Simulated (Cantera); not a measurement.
Input (Python, Cantera):

```python
import numpy as np
import cantera as ct

gas = ct.Solution("SiF4_NH3_mec.yaml", "gas")
gas.TPX = 2150, 15000, {'NH3': 1, 'N2': 0.26}
reactor = ct.IdealGasConstPressureReactor(gas, energy="off", clone=False)
net = ct.ReactorNet([reactor])
net.rtol, net.atol = 1e-08, 1e-18
show = ['NH3', 'NH', 'H', 'N2', 'H2', 'N2H2']
times = np.geomspace(0.0005, 50, 13)

steps = ct.SolutionArray(gas, extra=["t"])
rows = []
print(f"{'t/s':>10s}{'T/K':>9s}{'P/Pa':>11s}" + "".join(f"{s:>11s}" for s in show))
for t in times:
    while net.time < t:
        t_next = net.step()
        steps.append(gas.state, t=t_next)
    rows.append([np.interp(t, steps.t, y) for y in (steps.T, steps.P, *steps(*show).X.T)])
    print(f"{t:10.3e}{rows[-1][0]:9.1f}{rows[-1][1]:11.4g}" + "".join(f"{x:11.3e}" for x in rows[-1][2:]))
rate = np.gradient(steps.T, steps.t)
print("integrator steps:", len(steps.t))
if steps.T.max() > steps.T[0] + 200:
    print(f"time of steepest temperature rise: {steps.t[rate.argmax()]:.4e} s")
gas.TPX = 2150, 15000, {'NH3': 1, 'N2': 0.26}
gas.equilibrate("TP")
print(f"equilibrium (TP): T = {gas.T:.1f} K  " + "  ".join(f"{s} {gas[s].X[0]:.3e}" for s in show))
```

It prints:

```
       t/s      T/K       P/Pa        NH3         NH          H         N2         H2       N2H2
 5.000e-04   2150.0    1.5e+04  7.840e-01  2.305e-05  1.103e-05  2.070e-01  6.271e-03  1.333e-05
 1.305e-03   2150.0    1.5e+04  7.666e-01  2.667e-05  2.719e-05  2.098e-01  2.080e-02  1.344e-05
 3.406e-03   2150.0    1.5e+04  7.238e-01  3.124e-05  6.424e-05  2.169e-01  5.676e-02  1.211e-05
 8.891e-03   2150.0    1.5e+04  6.266e-01  3.555e-05  1.471e-04  2.329e-01  1.382e-01  9.567e-06
 2.321e-02   2150.0    1.5e+04  4.443e-01  3.603e-05  3.252e-04  2.629e-01  2.908e-01  5.832e-06
 6.058e-02   2150.0    1.5e+04  2.072e-01  3.017e-05  6.847e-04  3.019e-01  4.893e-01  2.233e-06
 1.581e-01   2150.0    1.5e+04  3.924e-02  1.812e-05  1.518e-03  3.295e-01  6.294e-01  3.450e-07
 4.127e-01   2150.0    1.5e+04  2.386e-04  2.527e-06  7.494e-03  3.350e-01  6.573e-01  9.191e-10
 1.077e+00   2150.0    1.5e+04  1.163e-05  1.737e-07  8.879e-03  3.348e-01  6.563e-01  3.668e-12
 2.812e+00   2150.0    1.5e+04  3.278e-06  4.898e-08  8.880e-03  3.348e-01  6.563e-01  4.970e-13
 7.339e+00   2150.0    1.5e+04  1.273e-06  1.903e-08  8.880e-03  3.348e-01  6.563e-01  2.646e-13
 1.916e+01   2150.0    1.5e+04  7.778e-07  1.162e-08  8.880e-03  3.348e-01  6.563e-01  2.387e-13
 5.000e+01   2150.0    1.5e+04  7.349e-07  1.098e-08  8.880e-03  3.348e-01  6.563e-01  2.370e-13
integrator steps: 1962
equilibrium (TP): T = 2150.0 K  NH3 7.348e-07  NH 1.098e-08  H 8.880e-03  N2 3.348e-01  H2 6.563e-01  N2H2 2.370e-13
```

Computed with Cantera and the gas-phase N/H chemistry of the illustrative SiF4/NH3 mechanism in the Surface Chemkin manual (1991). Walls and surfaces, which speed up NH3 decomposition in real reactors, are not modelled.
